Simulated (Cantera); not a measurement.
Charge: 1 mol AlN, 0.69 mol Cl2, held at 1175 °C and 1.70 bar.

These are equilibrium values from Cantera (NASA tables, ideal gas, pure condensed phases), not measurements of a reactor. Candidate condensed phases: Al, AlCl3, AlN; 11 gas species. The tables' values for AlCl2 are old estimates; treat these amounts as uncertain. The numbers say what is thermodynamically allowed, not how fast it happens.

Base state: AlCl3 0.663, N2 0.334, AlCl2 0.00220, Al2Cl6 0.00116, AlCl 6.95e-5 (mole fractions); condensed: AlN(s).

Q: What changes in the equilibrium state with this change: temperature from 1175 °C to 575 °C?

A: 
```tsv
species	before	after
N2	0.334	0.414
AlCl3	0.663	0.342
Al2Cl6	0.00116	0.243
AlCl2	0.00220	5.82e-9
AlCl	6.95e-5	<1e-9
AlN(s), mol	0.539	0.540
```

Q: What changes in the equilibrium state with this change: AlN replaced by Fe?

A: 
```json
[
 {"species": "FeCl2", "before": "0", "after": "0.915"},
 {"species": "Fe2Cl4", "before": "0", "after": "0.0838"},
 {"species": "FeCl3", "before": "0", "after": "0.00118"},
 {"species": "AlCl3", "before": "0.663", "after": "0"},
 {"species": "N2", "before": "0.334", "after": "0"},
 {"species": "AlCl2", "before": "0.00220", "after": "0"},
 {"species": "Al2Cl6", "before": "0.00116", "after": "0"},
 {"species": "AlCl", "before": "6.95e-5", "after": "0"},
 {"species": "AlN(s), mol", "before": "0.539", "after": "0"},
 {"species": "Fe(γ), mol", "before": "0", "after": "0.310"}
]
```
Further candidate phases: Fe, FeCl2, FeCl3.
